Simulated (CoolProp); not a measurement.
R1336mzz(Z) along the isotherm 446.9 K: fugacity coefficient from the reference equation and from simpler models built on Tc = 444.5 K, pc = 2.904 MPa, ω = 0.386; each cubic takes its own stable root.

The numbers come from the reference Helmholtz-energy equation of state, McLinden 2020 in CoolProp.

| p (MPa) | phase | reference |
|---|---|---|
| 0.396 | gas | 0.9528 |
| 0.792 | gas | 0.9063 |
| 1.19 | gas | 0.8602 |
| 1.58 | gas | 0.8154 |
| 1.98 | gas | 0.7697 |
| 2.38 | gas | 0.7236 |
| 2.77 | gas | 0.6771 |
| 3.17 | supercritical | 0.6205 |
| 3.56 | supercritical | 0.5658 |
| 3.96 | supercritical | 0.5202 |
| 4.36 | supercritical | 0.4828 |

Task: How far does each simpler model (van der Waals, Redlich-Kwong, Soave-Redlich-Kwong, Peng-Robinson) lie from the reference over these 11 states: mean and median of the absolute difference, and the worst?

Result: 
- van der Waals: mean 5.2 %, median 5.0 %, worst +10.5 % at 446.9 K and 4.36 MPa
- Redlich-Kwong: mean 1.8 %, median 1.5 %, worst +4.2 % at 446.9 K and 4.36 MPa
- Soave-Redlich-Kwong: mean 2.0 %, median 1.6 %, worst +4.8 % at 446.9 K and 4.36 MPa
- Peng-Robinson: mean 0.8 %, median 0.8 %, worst -1.4 % at 446.9 K and 2.77 MPa
